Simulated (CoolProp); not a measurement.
Normal hydrogen at 298.15 K and 0.234 MPa flows at 5.6 m/s in a round tube of 50 mm bore and 1.5 µm roughness, fully developed (64/Re and Nu = 3.66 if laminar; Colebrook and Gnielinski if turbulent). Each further row changes one setting.

The numbers come from the reference Helmholtz-energy equation of state, Leachman 2009 in CoolProp.

```json
[
 {"case": "as stated", "Reynolds number": "5980", "Darcy friction factor": "0.0356", "pressure drop (Pa/m)": "2.12", "heat-transfer coefficient (W/(m² K))": "69.5", "mass flow (kg/h)": "7.52"},
 {"case": "velocity 11.2 m/s", "Reynolds number": "12000", "Darcy friction factor": "0.0295", "pressure drop (Pa/m)": "7.04", "heat-transfer coefficient (W/(m² K))": "124", "mass flow (kg/h)": "15.0"},
 {"case": "diameter 100 mm", "Reynolds number": "12000", "Darcy friction factor": "0.0295", "pressure drop (Pa/m)": "0.879", "heat-transfer coefficient (W/(m² K))": "62.1", "mass flow (kg/h)": "30.1"}
]
```

Viscosity comes from a separate model (Muzny 2013). Thermal conductivity comes from a separate model (Assael 2011).
